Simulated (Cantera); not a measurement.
A perfectly stirred reactor is fed with CH₄ : H₂ : O₂ : N₂ : CO₂ = 1 : 1.2 : 4.26 : 13.6 : 0.26 (molar parts), equivalence ratio 0.61, at 10.0 bar; it is adiabatic with a 398 K inlet, and is followed from long to short residence time, starting on the burning branch (τ in s: 0.44, 0.17, 0.064, 0.024, 0.0092, 0.0035, 0.0013, 0.0005, 0.00019, 7.3e-05, 2.8e-05, 1e-05).

Detailed kinetics in Cantera: GRI-Mech 3.0 (53 species, 325 reactions).

One state of this run: T (K) = 1874; x CH₄ = 0.000213; x H₂ = 0.000961; x O₂ = 0.0862; x NO₂ = 7.78e-8; x H₂O = 0.159; x CH₂CO = 3.47e-7; x NO = 8.01e-6. x: mole fraction; the columns are a selection and need not sum to one.

**Question.** Which value of τ (s) does it belong to?
A. 0.00019
B. 0.064
C. 0.0013
D. 0.17

**Answer.** A, 0.00019
